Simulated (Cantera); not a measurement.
Input: 1 mol Fe3O4, 0.94 mol CH4, 1.5 mol N2, at 10000 Pa.

Equilibrium computed with Cantera from the NASA thermochemical tables; the gas is ideal and each condensed phase is pure. Candidate condensed phases: C, C6H6, C7H8, C8H18, Fe, Fe(CO)5, FeO, Fe(OH)2, Fe(OH)3, Fe2O3, Fe3O4, H2O; 140 gas species. Each liquid is taken as pure. Mutual solubility and eutectic melting of coexisting phases are not modelled. The tables' stoichiometric FeO is somewhat more stable than real wüstite, so its field is too wide. FeO: taken at fixed stoichiometry. Rates play no part.

x: gas mole fraction; n: condensed amount in mol.

| T (K) | x N2 | x H2 | x CO | x Fe | x H2O | x H | x CO2 | n Fe(l) | n FeO(l) |
|---|---|---|---|---|---|---|---|---|---|
| 1873 | 0.347 | 0.297 | 0.195 | 0.000791 | 0.137 | 0.00111 | 0.0219 | 0.623 | 2.37 |
| 1923 | 0.346 | 0.296 | 0.196 | 0.00148 | 0.137 | 0.00162 | 0.0212 | 0.620 | 2.37 |
| 1973 | 0.346 | 0.295 | 0.196 | 0.00268 | 0.138 | 0.00232 | 0.0205 | 0.615 | 2.37 |
| 2023 | 0.345 | 0.293 | 0.196 | 0.00471 | 0.138 | 0.00325 | 0.0198 | 0.606 | 2.37 |
| 2073 | 0.344 | 0.290 | 0.196 | 0.00803 | 0.138 | 0.00448 | 0.0192 | 0.591 | 2.37 |
| 2123 | 0.341 | 0.288 | 0.195 | 0.0133 | 0.137 | 0.00608 | 0.0186 | 0.567 | 2.37 |
| 2173 | 0.338 | 0.283 | 0.194 | 0.0216 | 0.136 | 0.00812 | 0.0179 | 0.529 | 2.37 |
| 2223 | 0.333 | 0.278 | 0.192 | 0.0342 | 0.134 | 0.0107 | 0.0172 | (withheld) | 2.37 |
| 2273 | 0.326 | 0.270 | 0.188 | 0.0530 | 0.131 | 0.0138 | 0.0165 | (withheld) | 2.37 |
| 2323 | 0.315 | 0.260 | 0.182 | 0.0804 | 0.126 | 0.0175 | 0.0156 | (withheld) | 2.37 |
| 2373 | 0.301 | 0.245 | 0.174 | 0.120 | 0.119 | 0.0219 | 0.0145 | (withheld) | 2.37 |
| 2423 | 0.291 | 0.218 | 0.166 | 0.141 | 0.132 | 0.0262 | 0.0168 | (withheld) | 2.25 |

Problem. What belongs in the gaps?

Solution. 
- 2223, n Fe(l): 0.470
- 2273, n Fe(l): 0.380
- 2323, n Fe(l): 0.240
- 2373, n Fe(l): 0.0226
- 2423, n Fe(l): 0
